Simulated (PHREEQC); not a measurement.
Make-up at 20 °C: 12 mmol/kgw HCl, 0.44 mmol/kgw NiSO4 and 0.61 mmol/kgw MgSO4. Closed to the air; pH follows from the charge balance.

Equilibrium calculation in PHREEQC: ion-association model, wateq4f.dat.

### Question
The ionic strength comes out as 0.0152 mol/kgw. What activity coefficients do Mg+2, HSO4-, NiCl+, Cl-, SO4-2 get?

### Answer
Mg+2 0.63, HSO4- 0.89, NiCl+ 0.89, Cl- 0.88, SO4-2 0.62.

This is a speciation only: nothing precipitates in the calculation.
